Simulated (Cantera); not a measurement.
# Ignition delay

Mixture: 7.39 % CH4, 11.4 % O2, 77.5 % N2, 3.69 % CO2, equivalence ratio 1.3, at 4.54 atm, adiabatic and at constant volume. Ignition delay is the time to a rise of 400 K.

Model: GRI-Mech 3.0 (53 species, 325 reactions), integrated in Cantera.

```
T0 (K)  delay (ms)
------  ----------
1125          60.5
1175          31.0
1225          16.3
1275          8.85
1325          4.90
1375          2.76
1425          1.59
```

```yaml
apparent activation energy between 1325 and 1425 K: 180 kJ/mol
```
